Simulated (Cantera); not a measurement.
An isothermal, constant-pressure homogeneous reactor starts with 0.546 % CH2O, 0.238 % O2, 99.2 % N2, at 900 K and 500000 Pa.

Computed with Cantera and GRI-Mech 3.0 (53 species, 325 reactions). Below about 1000 K GRI-Mech 3.0 lacks low-temperature oxidation paths.

**Question.** Predict: x(O2) at 4.00 s; x(CO2) at 4.00 s.

**Answer.** 
```
Item                                                Result
----------------  ----------------------------------------
x(O2) at 4.00 s    0.000256 (gas-phase equilibrium <1e-12)
x(CO2) at 4.00 s  0.000601 (gas-phase equilibrium 0.00292)
```
